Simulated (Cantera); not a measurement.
A Cantera script and what it prints.

```python
import numpy as np
import cantera as ct

gas_names = """
    Fe FeO Fe(OH)2 H HNO HNO2 HNO3 HO2 H2 H2O H2O2 N NH NH2 NH3 NH2OH NO NO2 NO3 N2 N2H2 N2H4 N2O O OH
    O2 O3
""".split()
cond_names = """
    Fe(a) Fe(c) Fe(d) Fe(L) FeO(s) FeO(L) Fe(OH)2(s) Fe(OH)3(s) Fe2O3(s) Fe3O4(s) H2O(s) H2O(L)
""".split()


# ... load() reads the species with a 1 bar reference pressure and builds the phases ...
atoms = {
    'Fe3O4': {'Fe': 3, 'O': 4},
    'H2': {'H': 2},
    'N2': {'N': 2},
}
top_T = {'Fe2O3(s)': 1830, 'Fe3O4(s)': 1870}  # K; cautious upper limits of use, not melting points


# ... equilibrate(T, P, feed) seeds the gas with the atoms and calls Mixture.equilibrate('TP', solver="vcs", rtol=1e-11, max_steps=5000) ...
results = []
feed = {'Fe3O4': 1, 'H2': 4.2, 'N2': 1.4}  # mol
T = 1548.15  # K
for P in [10, 100, 1000, 10000, 100000, 1000000]:
    mix = equilibrate(T, P, feed)
    results.append((T, P, feed, dict(zip(mix.species_names, mix.species_moles))))
    x = sorted(zip(gas.X, gas.species_names), reverse=True)
    print(f"T = {T:g} K  P = {P:g} Pa  gas = {mix.phase_moles(0):.4g} mol")
    print("   x: " + "  ".join(f"{s} {v:.3e}" for v, s in x if v > 0.0001))
    print("   condensed (mol): " + ("  ".join(f"{mix.phase(i).name} {mix.phase_moles(i):.4g}"
          for i in range(1, mix.n_phases) if mix.phase_moles(i) > 1e-12) or "none"))
```

Result:

```
T = 1548.15 K  P = 10 Pa  gas = 5.629 mol
   x: H2 5.181e-01  N2 2.487e-01  H2O 2.269e-01  Fe 4.040e-03  H 2.220e-03
   condensed (mol): Fe(c) 0.2548  FeO(s) 2.722
T = 1548.15 K  P = 100 Pa  gas = 5.604 mol
   x: H2 5.209e-01  N2 2.498e-01  H2O 2.282e-01  H 7.040e-04  Fe 4.040e-04
   condensed (mol): Fe(c) 0.2765  FeO(s) 2.721
T = 1548.15 K  P = 1000 Pa  gas = 5.601 mol
   x: H2 5.214e-01  N2 2.500e-01  H2O 2.284e-01  H 2.227e-04
   condensed (mol): Fe(c) 0.2789  FeO(s) 2.721
T = 1548.15 K  P = 10000 Pa  gas = 5.6 mol
   x: H2 5.215e-01  N2 2.500e-01  H2O 2.284e-01
   condensed (mol): Fe(c) 0.2792  FeO(s) 2.721
T = 1548.15 K  P = 100000 Pa  gas = 5.6 mol
   x: H2 5.215e-01  N2 2.500e-01  H2O 2.284e-01
   condensed (mol): Fe(c) 0.2793  FeO(s) 2.721
T = 1548.15 K  P = 1e+06 Pa  gas = 5.599 mol
   x: H2 5.215e-01  N2 2.500e-01  H2O 2.284e-01  NH3 1.013e-04
   condensed (mol): Fe(c) 0.2791  FeO(s) 2.721
```

Method: chemical equilibrium by Gibbs-energy minimisation in Cantera with the NASA 1993 tables (ideal gas, pure condensed phases). Mutual solubility and eutectic melting of coexisting phases are not modelled. The tables' stoichiometric FeO is somewhat more stable than real wüstite, so its field is too wide. FeO: taken at fixed stoichiometry.
